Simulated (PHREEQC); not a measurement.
Dissolve 0.0011 mol/kgw H2S, 0.00095 mol/kgw NaCl and 4.5e-05 mol/kgw MnCl2 at 25 °C. Closed to the air; pH follows from the charge balance.

Equilibrium calculation in PHREEQC: ion-association model, wateq4f.dat.

No solid was allowed to form.

Predict the pH.

pH 4.95.

In which forms is S present?

H2S 99 %, HS- 1.1 % of the S.

The polysulfide entries of wateq4f.dat were taken out for this run.
